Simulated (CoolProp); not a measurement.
R227EA along the isotherm 475 K: Z from the reference equation and from simpler models built on Tc = 374.9 K, pc = 2.925 MPa, ω = 0.358; each cubic takes its own stable root.

The numbers come from the reference Helmholtz-energy equation of state, Lemmon 2016 in CoolProp.

```tsv
p (MPa)	phase	reference	van der Waals	Redlich-Kwong	Soave-Redlich-Kwong	Peng-Robinson
0.457	gas	0.9776	0.9739	0.9735	0.9791	0.9746
0.914	gas	0.9551	0.9469	0.9467	0.9582	0.9496
1.37	gas	0.9327	0.9190	0.9197	0.9376	0.9249
1.83	gas	0.9100	0.8898	0.8921	0.9170	0.9006
2.29	gas	0.8873	0.8593	0.8642	0.8967	0.8768
2.74	gas	0.8652	0.8284	0.8369	0.8774	0.8543
3.2	supercritical	0.8428	0.7956	0.8091	0.8582	0.8322
3.66	supercritical	0.8206	0.7617	0.7816	0.8398	0.8111
4.11	supercritical	0.7995	0.7280	0.7553	0.8227	0.7918
4.57	supercritical	0.7786	0.6939	0.7297	0.8065	0.7736
5.03	supercritical	0.7589	0.6619	0.7059	0.7917	0.7570
5.48	supercritical	0.7409	0.6354	0.6850	0.7788	0.7427
5.94	supercritical	0.7244	0.6155	0.6667	0.7674	0.7300
6.4	supercritical	0.7099	0.6042	0.6521	0.7580	0.7194
6.86	supercritical	0.6979	0.6005	0.6414	0.7506	0.7109
7.31	supercritical	0.6887	0.6026	0.6345	0.7454	0.7046
```
